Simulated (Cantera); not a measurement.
A counterflow diffusion flame at 300000 Pa, nozzles 20 mm apart: fuel side 100 % C3H8 at 325 K, oxidiser side 19.0 % O2, 81.0 % N2 at 450 K, fuel mass flux 1.7 times the oxidiser's; mixture-averaged transport, no radiation.

Cantera simulation using GRI-Mech 3.0 (53 species, 325 reactions); the numbers are that mechanism's predictions, not measurements. GRI-Mech 3.0 was tuned for natural gas; its chemistry of propane as a main component is partial and can be far from experiment. GRI-Mech 3.0 has no aromatics or soot, which form on the fuel side of real flames. The maximum strain rate includes the flame's own expansion and is several times the mean.

x: mole fraction; the columns are a selection and need not sum to one.

```json
[
 {"oxidiser flux (kg/m²/s)": "0.75", "max strain (1/s)": "200", "mean strain (1/s)": "29.3", "T max (K)": "2066", "peak x OH": "0.00449", "peak x H": "0.00164", "peak x NO": "0.000223", "peak x CO": "0.0441", "peak x C2H2": "0.0370"},
 {"oxidiser flux (kg/m²/s)": "1.1", "max strain (1/s)": "287", "mean strain (1/s)": "42.9", "T max (K)": "2048", "peak x OH": "0.00460", "peak x H": "0.00181", "peak x NO": "0.000211", "peak x CO": "0.0443", "peak x C2H2": "0.0348"},
 {"oxidiser flux (kg/m²/s)": "1.6", "max strain (1/s)": "___", "mean strain (1/s)": "62.5", "T max (K)": "2031", "peak x OH": "0.00471", "peak x H": "___", "peak x NO": "0.000197", "peak x CO": "0.0450", "peak x C2H2": "0.0326"},
 {"oxidiser flux (kg/m²/s)": "2.4", "max strain (1/s)": "600", "mean strain (1/s)": "93.7", "T max (K)": "2009", "peak x OH": "0.00477", "peak x H": "0.00218", "peak x NO": "0.000179", "peak x CO": "0.0458", "peak x C2H2": "0.0301"},
 {"oxidiser flux (kg/m²/s)": "3.5", "max strain (1/s)": "854", "mean strain (1/s)": "137", "T max (K)": "1986", "peak x OH": "0.00477", "peak x H": "0.00235", "peak x NO": "0.000158", "peak x CO": "0.0467", "peak x C2H2": "0.0275"},
 {"oxidiser flux (kg/m²/s)": "5.2", "max strain (1/s)": "1230", "mean strain (1/s)": "203", "T max (K)": "1959", "peak x OH": "0.00469", "peak x H": "0.00251", "peak x NO": "0.000133", "peak x CO": "0.0479", "peak x C2H2": "0.0246"},
 {"oxidiser flux (kg/m²/s)": "7.7", "max strain (1/s)": "1770", "mean strain (1/s)": "301", "T max (K)": "1926", "peak x OH": "0.00450", "peak x H": "0.00263", "peak x NO": "0.000104", "peak x CO": "0.0496", "peak x C2H2": "0.0215"},
 {"oxidiser flux (kg/m²/s)": "11", "max strain (1/s)": "___", "mean strain (1/s)": "429", "T max (K)": "1890", "peak x OH": "0.00419", "peak x H": "0.00265", "peak x NO": "___", "peak x CO": "0.0517", "peak x C2H2": "___"}
]
```

**Question.** What belongs in the gaps?

**Answer.** 
- 1.6, max strain (1/s): 410
- 1.6, peak x H: 0.00198
- 11, max strain (1/s): 2470
- 11, peak x NO: 7.58e-5
- 11, peak x C2H2: 0.0182
